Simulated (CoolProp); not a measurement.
Vapour-liquid equilibrium of propylene (1) + propane (2) at 16.55 °C; x and y are mole fractions of (1).

Model: multi-fluid Helmholtz-energy mixture model, Lemmon 2013 and Lemmon 2009; pair parameters Bell 2016, in CoolProp.

```json
[
 {"x": "0.05", "bubble pressure, mixture model (MPa)": "0.7748", "bubble pressure, Raoult's law (MPa)": "0.7713", "y, mixture model": "0.062", "y, Raoult's law": "0.060"},
 {"x": "0.15", "bubble pressure, mixture model (MPa)": "0.7973", "bubble pressure, Raoult's law (MPa)": "0.7879", "y, mixture model": "0.179", "y, Raoult's law": "0.177"},
 {"x": "0.25", "bubble pressure, mixture model (MPa)": "0.8181", "bubble pressure, Raoult's law (MPa)": "0.8046", "y, mixture model": "0.288", "y, Raoult's law": "0.289"},
 {"x": "0.35", "bubble pressure, mixture model (MPa)": "0.8375", "bubble pressure, Raoult's law (MPa)": "0.8212", "y, mixture model": "0.392", "y, Raoult's law": "0.396"},
 {"x": "0.45", "bubble pressure, mixture model (MPa)": "0.8554", "bubble pressure, Raoult's law (MPa)": "0.8379", "y, mixture model": "0.492", "y, Raoult's law": "0.499"},
 {"x": "0.55", "bubble pressure, mixture model (MPa)": "0.8720", "bubble pressure, Raoult's law (MPa)": "0.8545", "y, mixture model": "0.588", "y, Raoult's law": "0.598"},
 {"x": "0.65", "bubble pressure, mixture model (MPa)": "0.8871", "bubble pressure, Raoult's law (MPa)": "0.8712", "y, mixture model": "0.681", "y, Raoult's law": "0.693"},
 {"x": "0.75", "bubble pressure, mixture model (MPa)": "0.9009", "bubble pressure, Raoult's law (MPa)": "0.8878", "y, mixture model": "0.773", "y, Raoult's law": "0.785"},
 {"x": "0.85", "bubble pressure, mixture model (MPa)": "0.9134", "bubble pressure, Raoult's law (MPa)": "0.9045", "y, mixture model": "0.863", "y, Raoult's law": "0.873"},
 {"x": "0.95", "bubble pressure, mixture model (MPa)": "0.9244", "bubble pressure, Raoult's law (MPa)": "0.9211", "y, mixture model": "0.954", "y, Raoult's law": "0.959"}
]
```

The largest gap from Raoult's law is +2.1 % in bubble pressure, at x = 0.45. No azeotrope shows between x = 0.05 and 0.95.

Pair parameters are fitted to limited data, so mixtures are less certain than the pure fluids.
